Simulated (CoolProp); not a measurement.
The numbers come from the reference Helmholtz-energy equation of state, Span 1996 in CoolProp.

**Question.** For carbon dioxide, give the phase and the cp (kJ/(kg K)), speed of sound (m/s), viscosity (µPa s), conductivity (mW/(m K)) at 349.5 K and 0.0419 MPa; 349.5 K and 0.0795 MPa; 349.5 K and 1.03 MPa.

**Answer.** 
- 349.5 K and 0.0419 MPa: gas; cp 0.896, speed of sound 289, viscosity 17.3, conductivity 20.6
- 349.5 K and 0.0795 MPa: gas; cp 0.898, speed of sound 289, viscosity 17.3, conductivity 20.6
- 349.5 K and 1.03 MPa: gas; cp 0.938, speed of sound 285, viscosity 17.5, conductivity 21.1

Viscosity comes from a separate model (Laesecke 2017). Thermal conductivity comes from a separate model (Huber 2016).
